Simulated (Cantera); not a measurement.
Input (Python, Cantera) and output of one run.

```python
import numpy as np
import cantera as ct

gas_names = """
    Br Br2 H HBr H2 Si SiBr SiBr2 SiBr3 SiBr4 SiH SiHBr3 SiH2 SiH2Br2 SiH3 SiH3Br SiH4 Si2 Si3
""".split()
cond_names = """
    Br2(cr) Br2(L) Si(cr) Si(L)
""".split()


# ... load() reads the species with a 1 bar reference pressure and builds the phases ...
atoms = {
    'Si': {'Si': 1},
    'HBr': {'H': 1, 'Br': 1},
    'H2': {'H': 2},
}
top_T = {}  # K; cautious upper limits of use, not melting points


# ... equilibrate(T, P, feed) seeds the gas with the atoms and calls Mixture.equilibrate('TP', solver="vcs", rtol=1e-11, max_steps=5000) ...
results = []
feed = {'Si': 1, 'HBr': 4, 'H2': 3.7}  # mol
for P in [1, 3.6, 13, 46, 170, 600, 2200, 7700, 28000, 100000]:
    for T in [823, 923, 1023, 1123, 1223, 1323, 1423, 1523, 1623, 1723]:
        mix = equilibrate(T, P, feed)
        results.append((T, P, feed, dict(zip(mix.species_names, mix.species_moles))))

for T, P, feed, n in results:
    print(f"{T:7g} {P:10.4g}  " + (" + ".join(c for c in cond_names if n.get(c, 0) > 1e-12) or "gas only"))
```

Output:

```
    823          1  Si(cr)
    923          1  Si(cr)
   1023          1  Si(cr)
   1123          1  gas only
   1223          1  gas only
   1323          1  gas only
   1423          1  Si(cr)
   1523          1  Si(cr)
   1623          1  Si(cr)
   1723          1  gas only
    823        3.6  Si(cr)
    923        3.6  Si(cr)
   1023        3.6  Si(cr)
   1123        3.6  gas only
   1223        3.6  gas only
   1323        3.6  gas only
   1423        3.6  gas only
   1523        3.6  Si(cr)
   1623        3.6  Si(cr)
   1723        3.6  Si(L)
    823         13  Si(cr)
    923         13  Si(cr)
   1023         13  Si(cr)
   1123         13  gas only
   1223         13  gas only
   1323         13  gas only
   1423         13  gas only
   1523         13  gas only
   1623         13  gas only
   1723         13  Si(L)
    823         46  Si(cr)
    923         46  Si(cr)
   1023         46  Si(cr)
   1123         46  Si(cr)
   1223         46  gas only
   1323         46  gas only
   1423         46  gas only
   1523         46  gas only
   1623         46  gas only
   1723         46  gas only
    823        170  Si(cr)
    923        170  Si(cr)
   1023        170  Si(cr)
   1123        170  Si(cr)
   1223        170  gas only
   1323        170  gas only
   1423        170  gas only
   1523        170  gas only
   1623        170  gas only
   1723        170  gas only
    823        600  Si(cr)
    923        600  Si(cr)
   1023        600  Si(cr)
   1123        600  Si(cr)
   1223        600  gas only
   1323        600  gas only
   1423        600  gas only
   1523        600  gas only
   1623        600  gas only
   1723        600  gas only
    823       2200  Si(cr)
    923       2200  Si(cr)
   1023       2200  Si(cr)
   1123       2200  Si(cr)
   1223       2200  Si(cr)
   1323       2200  gas only
   1423       2200  gas only
   1523       2200  gas only
   1623       2200  gas only
   1723       2200  gas only
    823       7700  gas only
    923       7700  Si(cr)
   1023       7700  Si(cr)
   1123       7700  Si(cr)
   1223       7700  Si(cr)
   1323       7700  gas only
   1423       7700  gas only
   1523       7700  gas only
   1623       7700  gas only
   1723       7700  gas only
    823    2.8e+04  gas only
    923    2.8e+04  gas only
   1023    2.8e+04  Si(cr)
   1123    2.8e+04  Si(cr)
   1223    2.8e+04  Si(cr)
   1323    2.8e+04  Si(cr)
   1423    2.8e+04  gas only
   1523    2.8e+04  gas only
   1623    2.8e+04  gas only
   1723    2.8e+04  gas only
    823      1e+05  gas only
    923      1e+05  gas only
   1023      1e+05  Si(cr)
   1123      1e+05  Si(cr)
   1223      1e+05  Si(cr)
   1323      1e+05  Si(cr)
   1423      1e+05  gas only
   1523      1e+05  gas only
   1623      1e+05  gas only
   1723      1e+05  gas only
```

Method: chemical equilibrium by Gibbs-energy minimisation in Cantera with the NASA 1993 tables (ideal gas, pure condensed phases). The tables' values for SiBr3 are old estimates.
